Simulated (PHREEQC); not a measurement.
Consider water at 35 °C with 0.13 mol Al2(SO4)3, 0.0026 mol CaCl2, 0.19 mol H2SO4 and 7.7e-05 mol NaCl per kg of water. Closed to the air; pH follows from the charge balance.

All values are PHREEQC results (ion-association model, phreeqc.dat), not measurements.

This is a speciation only: nothing precipitates in the calculation.

### Question
Order these S species by the share of S that they hold, largest first: AlHSO4+2, AlSO4+, SO4-2, HSO4-, Al(SO4)2-.

### Answer
HSO4- (39 %), AlSO4+ (28 %), Al(SO4)2- (22 %), SO4-2 (11 %), AlHSO4+2 (0.70 %)

### Question
Order these Al species by the share of Al that they hold, largest first: Al(SO4)2-, AlSO4+, Al+3, AlHSO4+2.

### Answer
AlSO4+ (62 %), Al(SO4)2- (24 %), Al+3 (12 %), AlHSO4+2 (1.6 %)

The pH is 0.94 and the ionic strength 0.577 mol/kgw.
